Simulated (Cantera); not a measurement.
An adiabatic, constant-volume homogeneous reactor starts with CO : H2 : O2 : N2 = 1 : 0.29 : 0.787 : 2.96 (molar parts), at 1400 K and 21.7 atm. Integrator tolerance rtol = 1e-08.

Cantera simulation using GRI-Mech 3.0 (53 species, 325 reactions); the numbers are that mechanism's predictions, not measurements. The hydrogen kinetics of GRI-Mech 3.0 are dated; newer H2 mechanisms differ, most at raised pressure. The pressure lies above the range GRI-Mech 3.0 was tuned for (to about 10 atm). Above 3000 K some thermodynamic fits are extrapolated.

```
quantity                                                            before                                    after
---------------------------------  ---------------------------------------  ---------------------------------------
time of steepest temperature rise                                  2.95 µs                                  3.08 µs
temperature at 3.00 s                                               3080 K                                   2892 K
equilibrium temperature                                             3080 K                                   2892 K
x(CO) at 3.00 s                      0.0535 (gas-phase equilibrium 0.0535)    0.0419 (gas-phase equilibrium 0.0419)
x(H2) at 3.00 s                    0.00232 (gas-phase equilibrium 0.00232)  0.00185 (gas-phase equilibrium 0.00185)
x(O2) at 3.00 s                      0.0433 (gas-phase equilibrium 0.0433)    0.0411 (gas-phase equilibrium 0.0411)
x(NO) at 3.00 s                      0.0215 (gas-phase equilibrium 0.0215)    0.0168 (gas-phase equilibrium 0.0168)
x(H2O) at 3.00 s                     0.0546 (gas-phase equilibrium 0.0546)    0.0570 (gas-phase equilibrium 0.0570)
x(OH) at 3.00 s                      0.0122 (gas-phase equilibrium 0.0122)  0.00967 (gas-phase equilibrium 0.00967)
```

### Question
Name the change that produced these shifts.
(A) initial temperature 1400 to 1700 K
(B) initial temperature 1400 to 1375 K
(C) pressure from 21.7 atm to 9.87 atm
(D) constant pressure in place of constant volume

### Answer
D, constant pressure in place of constant volume
